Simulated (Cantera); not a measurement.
Input: 1 mol SiC, 0.1 mol CO₂, 34 mol H₂, at 1075 K and 0.00220 bar.

Method: chemical equilibrium by Gibbs-energy minimisation in Cantera with the NASA 1993 tables (ideal gas, pure condensed phases). Candidate condensed phases: C, C₆H₆, C₇H₈, C₈H₁₈, H₂O, Si, SiC, SiO₂; 123 gas species. Mutual solubility and eutectic melting of coexisting phases are not modelled. Kinetics and transport are ignored.

Base state: H₂ 0.999, CO 0.000726, CH₄ 9.91e-5 (mole fractions); condensed: C(graphite) + SiC(s) + SiO₂(β-quartz).

Question: What changes in the equilibrium state with this change: temperature from 1075 K to 2150 K?

Answer: 
| species | before | after |
|---|---|---|
| H₂ | 0.999 | 0.897 |
| H | 3.13e-7 | 0.0851 |
| Si | <1e-9 | 0.00937 |
| SiC₂ | <1e-9 | 0.000741 |
| Si₂C | <1e-9 | 0.000461 |
| C₂H₂ (acetylene) | 7.52e-9 | 0.00174 |
| C(graphite), mol | 0.160 | 0.116 |
| SiC(s), mol | 0.912 | 0.590 |
| SiO₂(β-quartz), mol | 0.0876 | 0 |
Gases not in the tables: Si₂H₆ and higher silanes.
